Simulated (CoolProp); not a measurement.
R125 along the isotherm 331.7 K: density (kg/m³) from the reference equation and from simpler models built on Tc = 339.2 K, pc = 3.618 MPa, ω = 0.305; each cubic takes its own stable root.

Computed with CoolProp (reference Helmholtz-energy equation of state, Lemmon 2005).

| p (MPa) | phase | reference | van der Waals | Soave-Redlich-Kwong | Peng-Robinson |
|---|---|---|---|---|---|
| 0.339 | gas | 15.30 | 15.21 | 15.29 | 15.35 |
| 0.678 | gas | 31.84 | 31.45 | 31.81 | 32.06 |
| 1.02 | gas | 50.09 | 49.11 | 49.99 | 50.60 |
| 1.36 | gas | 70.22 | 68.23 | 69.97 | 71.15 |
| 1.7 | gas | 93.00 | 89.36 | 92.46 | 94.50 |
| 2.04 | gas | 119.5 | 113.2 | 118.4 | 121.7 |
| 2.37 | gas | 150.8 | 140.2 | 148.7 | 153.8 |
| 2.71 | gas | 193.4 | 174.3 | 189.1 | 197.2 |
| 3.39 | liquid | 931.7 | 556.9 | 740.6 | 826.9 |
| 3.73 | liquid | 957.1 | 602.5 | 775.7 | 865.7 |
| 4.07 | liquid | 976.7 | 629.4 | 802.4 | 895.4 |
| 4.41 | liquid | 992.9 | 649.4 | 824.4 | 920.0 |
| 4.75 | liquid | 1007 | 665.5 | 843.2 | 941.1 |
| 5.09 | liquid | 1019 | 679.2 | 859.9 | 959.8 |
| 5.43 | liquid | 1030 | 691.2 | 874.8 | 976.5 |
